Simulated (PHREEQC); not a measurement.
A made-up water analysis in mg/kgw, 25 °C, pH 6.06, pe 9.7: Na 0.054; K 0.0271; Ca 0.269; Mg 0.0427; Cl 0.0693; S(6) as SO4 0.596; Alkalinity as HCO3 0.345; Zn 0.0218; N(5) as NO3 0.0173; Cd 0.0333.

Valence states are taken as typed.

Equilibrium calculation in PHREEQC: ion-association model, phreeqc.dat.

```csv
quantity,before,after
CO2 (mol/kgw),1.27e-5,3.43e-5
HCO3- (mol/kgw),6.52e-6,1.77e-5
CaSO4 (mol/kgw),6.98e-9,6.01e-8
MgSO4 (mol/kgw),2.41e-9,2.07e-8
CaHCO3+ (mol/kgw),5.42e-10,4.33e-9
SI of Otavite (CdCO3),-3.90,-3.00
SI of Gypsum (CaSO4:2H2O),-5.83,-4.89
```

Name the change that produced these shifts.
A. temperature from 25 to 45 °C at the same typed pH
B. all concentrations times 3 at the same typed pH
C. Cd from 0.0333 to 0.0999 mg/kgw

B, all concentrations times 3 at the same typed pH

This is a speciation only: nothing precipitates in the calculation.
